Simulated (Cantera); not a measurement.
An isothermal, constant-pressure homogeneous reactor starts with 29.1 % CH₄, 55.3 % H₂O, 14.0 % H₂, 1.66 % N₂, at 2048 K and 4.74 atm.

Cantera simulation using GRI-Mech 3.0 (53 species, 325 reactions); the numbers are that mechanism's predictions, not measurements.

One state of this run: x CH₄ = 2.19e-7; x H₂O = 0.157; x H₂ = 0.648; x CH₂O = 2.21e-7; x CH₂CO = 2.76e-11; x OH = 2.18e-5. x: mole fraction; the columns are a selection and need not sum to one.

**Question.** Which value of t (s) does it belong to?
A) 10.0
B) 0.00228
C) 0.0374
D) 0.0147

**Answer.** A, 10.0
